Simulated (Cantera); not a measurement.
Input: 1 mol Fe2O3, 0.051 mol Cl2, 0.37 mol O2, held at 13300 Pa.

Method: chemical equilibrium by Gibbs-energy minimisation in Cantera with the NASA 1993 tables (ideal gas, pure condensed phases). Candidate condensed phases: Fe, FeCl2, FeCl3, FeO, Fe2O3, Fe3O4; 13 gas species. Equilibrium is a limit: real reactors are often held back by kinetics, nucleation or transport. All values below are at 1050 °C.

Base state: O2 0.880, Cl2 0.0875, Cl 0.0123, FeCl3 0.0109, FeCl2 0.00917, ClO 0.000133 (mole fractions); condensed: Fe2O3(s).

### Question
What changes in the equilibrium state with this change: pressure from 13300 Pa to 54000 Pa?

### Answer
```csv
species,before,after
O2,0.880,0.881
Cl2,0.0875,0.0993
FeCl3,0.0109,0.00927
Cl,0.0123,0.00651
FeCl2,0.00917,0.00364
ClO,0.000133,0.000142
"Fe2O3(s), mol",0.996,0.997
```
